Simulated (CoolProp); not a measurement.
The fluid at 389.03 K and 0.522 MPa is throttled through a valve to 0.0339 MPa with no heat exchange. The same conditions are run with several fluids, on thermodynamics alone (safety and materials aside).

The numbers come from the reference Helmholtz-energy equation of state of each fluid (cyclohexane: Zhou 2014; ethylbenzene: Zhou 2012; toluene: Lemmon 2006; n-heptane: Span 2003; n-octane: Beckmüller 2019) in CoolProp.

```csv
fluid,temperature change (K),final phase,final density (kg/m³)
cyclohexane,-67.7,"two-phase, vapour fraction 0.383",2.83
ethylbenzene,-16.2,"two-phase, vapour fraction 0.093",12.5
toluene,-39.8,"two-phase, vapour fraction 0.204",5.36
n-heptane,-50.8,"two-phase, vapour fraction 0.378",3.27
n-octane,-25.5,"two-phase, vapour fraction 0.201",6.49
```
